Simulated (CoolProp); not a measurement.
Vapour-liquid equilibrium of dimethyl ether (1) + n-butane (2) at 0.134 bar; x and y are mole fractions of (1).

The numbers come from the multi-fluid Helmholtz-energy mixture model, Wu 2011 and Bücker 2006; pair parameters Bell 2016 in CoolProp.

Q: Give the bubble temperature and the first vapour's composition at x = 0.45, 0.85, 0.95. Is there an azeotrope?

A: x = 0.45: -59.2 °C, y = 0.746; x = 0.85: -62.3 °C, y = 0.909; x = 0.95: -62.8 °C, y = 0.964. No azeotrope shows between x = 0.05 and 0.95.

The pair parameters rest on a limited set of measurements; away from them the model extrapolates.
